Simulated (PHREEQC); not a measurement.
A column of 0.2 m (30 cells, dispersivity 0.007 m, 3600 s a shift, diffusion coefficient 3e-10 m²/s) holds 0.0038 eq of the database's cation exchanger X per kg of pore water, first in equilibrium with 0.0099 mol KCl, 0.00053 mol NaCl and 1e-05 mol HCl per kg of water. It is flushed with 0.0013 mol KBr, 0.0051 mol MnCl2 and 1e-05 mol HCl per kg of water, at 40 °C. Values are for the last cell. CO2 from the air is kept out. Precipitation was switched off in this run.

Base run: PHREEQC, ion-association model, phreeqc.dat. Each further column changes one thing. The table gives Na in solution (mol/kgw).

```
pore volumes      base  exchange capacity from 0.0038 to 0.0019 eq/kgw  dispersivity from 0.007 to 0.014 m
------------  --------  ----------------------------------------------  ----------------------------------
0             0.000530                                        0.000530                            0.000530
0.5167        0.000529                                        0.000528                            0.000517
1.017         0.000296                                        0.000257                            0.000270
1.517          3.64e-5                                         2.89e-5                             6.50e-5
2.017          2.33e-6                                         1.75e-6                             1.23e-5
2.517          1.16e-7                                         8.14e-8                             2.14e-6
3.017          5.04e-9                                         3.32e-9                             3.59e-7
```

At this temperature some constants are extrapolated from 25 °C, and those without enthalpy data are left unchanged.
